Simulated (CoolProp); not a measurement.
Vinyl chloride at several states: density (kg/m³) from the reference equation and from simpler models built on Tc = 425.0 K, pc = 5.600 MPa, ω = 0.160; each cubic takes its own stable root.

Model: reference Helmholtz-energy equation of state, Thol 2022, in CoolProp.

| T (K) | p (MPa) | phase | reference | van der Waals | Redlich-Kwong | Soave-Redlich-Kwong |
|---|---|---|---|---|---|---|
| 264.3 | 0.414 | liquid | 961.6 | 12.67 | 883.3 | 897.9 |
| 307.8 | 0.616 | liquid | 881.0 | 16.26 | 16.73 | 817.3 |
| 272.7 | 0.0105 | gas | 0.2901 | 0.2899 | 0.2901 | 0.2901 |
| 316.1 | 2.98 | liquid | 870.7 | 551.2 | 789.5 | 808.2 |
| 349.1 | 0.0346 | gas | 0.7478 | 0.7472 | 0.7478 | 0.7479 |

At some of these states van der Waals, Redlich-Kwong gives the other phase, because its saturation line lies elsewhere.
